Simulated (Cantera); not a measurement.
A freely propagating, adiabatic, planar premixed flame of CH4 : O2 : N2 = 1 : 2 : 7.52 (molar parts), equivalence ratio 1.0, unburnt at 400 K and 8.09 atm; mixture-averaged transport, grid criteria slope 0.08 and curve 0.16, no radiation.

Cantera simulation using GRI-Mech 3.0 (53 species, 325 reactions); the numbers are that mechanism's predictions, not measurements. Burning velocities carry a grid error of a few per cent, more on coarse grids.

What does this change do: O2 2 to 2.6 parts?


```tsv
quantity	before	after
laminar burning velocity	25.5 cm/s	31.9 cm/s
thermal thickness	0.0991 mm	0.0781 mm
peak x(CH3)	0.00135	0.00121
```
